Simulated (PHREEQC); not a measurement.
Consider water at 25 °C with 0.12 mmol/kgw Ca(HCO3)2 and 0.44 mmol/kgw Na2SO4. Closed to the air; pH follows from the charge balance.

All values are PHREEQC results (ion-association model, wateq4f.dat), not measurements.

Each row changes one thing in this solution. Precipitation was switched off in this run.

```tsv
case	pH	ionic strength (mol/kgw)
as made	8.15	0.00165
temperature from 25 to 50 °C	7.87	0.00164
temperature from 25 to 70 °C	7.68	0.00164
Ca(HCO3)2 replaced by Li2CO3 at the same molality	9.90	0.00159
temperature from 25 to 35 °C	8.03	0.00165
Ca(HCO3)2 replaced by CaBr2 at the same molality	7.01	0.00165
Na2SO4 left out	8.17	0.000360
temperature from 25 to 60 °C	7.77	0.00164
temperature from 25 to 15 °C	8.28	0.00165
```

Species that the database lacks are ignored. Away from 25 °C the constants follow the database's enthalpies or fits; those with neither stay at their 25 °C values.
